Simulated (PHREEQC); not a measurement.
1 g of hydrous ferric oxide (600 m²/g; 0.2 weak and 0.005 strong sites per Fe, Dzombak-Morel constants, diffuse double layer) in 1 kg of water with 0.005 mol/kgw of an inert sodium salt and 1.3e-05 mol/kgw MgCl2, at 25 °C; the pH is set by adding NaOH or the inert anion's acid. Oxygen alone is held at its pressure in air (log pO2 = -0.68). CO2 from the air is kept out. No solid was allowed to form.

The series has 17 steps of pH, from 4 to 10.

Equilibrium calculation in PHREEQC: ion-association model, wateq4f.dat.

Question: Near which pH is half of the Mg sorbed, and on which side is more sorbed?

Answer: Near pH 7.8, with more sorbed at higher pH.
